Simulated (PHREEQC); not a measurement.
4.6 g of hydrous ferric oxide (600 m²/g; 0.2 weak and 0.005 strong sites per Fe, Dzombak-Morel constants, diffuse double layer) in 1 kg of water with 0.005 mol/kgw of an inert sodium salt and 0.024 mol/kgw ZnSO4, at 25 °C; the pH is set by adding NaOH or the inert anion's acid. Oxygen alone is held at its pressure in air (log pO2 = -0.68). No CO2 enters from the air. No solid was allowed to form.

The numbers come from PHREEQC with the ion-association model, wateq4f.dat.

Question: Predict Zn sorbed (%), surface charge σ (C/m²), surface potential ψ (mV) at pH = 5.33, 10.67, 12.

Answer: 
```json
[
 {"pH": "5.33", "Zn sorbed (%)": "4.4", "surface charge σ (C/m²)": "0.034", "surface potential ψ (mV)": "51"},
 {"pH": "10.67", "Zn sorbed (%)": "22.8", "surface charge σ (C/m²)": "0.013", "surface potential ψ (mV)": "20"},
 {"pH": "12", "Zn sorbed (%)": "17.4", "surface charge σ (C/m²)": "-0.075", "surface potential ψ (mV)": "-73"}
]
```

Along this series the solution becomes supersaturated in solids that the run did not let form, among them Zn(OH)2-a, Zn4(OH)6SO4. Complexes and solids missing from the database can't appear.
